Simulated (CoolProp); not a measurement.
Saturated liquid density (kg/m³) of hexamethyldisiloxane (MM): the reference equation beside estimates from Tc = 518.7 K, pc = 1.931 MPa, ω = 0.418. Rackett uses Z = 0.29056 − 0.08775 ω.

Model: reference Helmholtz-energy equation of state, Thol 2016, in CoolProp.

```json
[
 {"T (K)": "299.8", "reference": "757.8", "Rackett": "836.1", "van der Waals": "454.8", "Redlich-Kwong": "671.1", "Soave-Redlich-Kwong": "704.7", "Peng-Robinson": "793.9"},
 {"T (K)": "305.9", "reference": "751.3", "Rackett": "828.9", "van der Waals": "451.3", "Redlich-Kwong": "665.1", "Soave-Redlich-Kwong": "699.6", "Peng-Robinson": "788.4"},
 {"T (K)": "312", "reference": "744.8", "Rackett": "821.7", "van der Waals": "447.7", "Redlich-Kwong": "659.0", "Soave-Redlich-Kwong": "694.3", "Peng-Robinson": "782.7"},
 {"T (K)": "318", "reference": "738.3", "Rackett": "814.5", "van der Waals": "444.2", "Redlich-Kwong": "652.8", "Soave-Redlich-Kwong": "688.9", "Peng-Robinson": "776.9"},
 {"T (K)": "324.1", "reference": "731.7", "Rackett": "807.0", "van der Waals": "440.5", "Redlich-Kwong": "646.4", "Soave-Redlich-Kwong": "683.2", "Peng-Robinson": "770.9"},
 {"T (K)": "330.2", "reference": "725.0", "Rackett": "799.5", "van der Waals": "436.7", "Redlich-Kwong": "639.8", "Soave-Redlich-Kwong": "677.4", "Peng-Robinson": "764.6"},
 {"T (K)": "336.3", "reference": "718.2", "Rackett": "791.8", "van der Waals": "432.8", "Redlich-Kwong": "633.1", "Soave-Redlich-Kwong": "671.4", "Peng-Robinson": "758.2"},
 {"T (K)": "342.4", "reference": "711.4", "Rackett": "784.1", "van der Waals": "428.9", "Redlich-Kwong": "626.2", "Soave-Redlich-Kwong": "665.2", "Peng-Robinson": "751.5"},
 {"T (K)": "348.5", "reference": "704.4", "Rackett": "776.2", "van der Waals": "424.9", "Redlich-Kwong": "619.2", "Soave-Redlich-Kwong": "658.8", "Peng-Robinson": "744.5"},
 {"T (K)": "354.5", "reference": "697.5", "Rackett": "768.4", "van der Waals": "420.9", "Redlich-Kwong": "612.1", "Soave-Redlich-Kwong": "652.3", "Peng-Robinson": "737.5"},
 {"T (K)": "360.6", "reference": "690.4", "Rackett": "760.2", "van der Waals": "416.7", "Redlich-Kwong": "604.7", "Soave-Redlich-Kwong": "645.5", "Peng-Robinson": "730.0"}
]
```

Absolute difference from the reference over all 11 rows, mean and median: Rackett 10.3 and 10.3 %, van der Waals 39.8 and 39.8 %, Redlich-Kwong 11.8 and 11.8 %, Soave-Redlich-Kwong 6.6 and 6.6 %, Peng-Robinson 5.4 and 5.5 %.
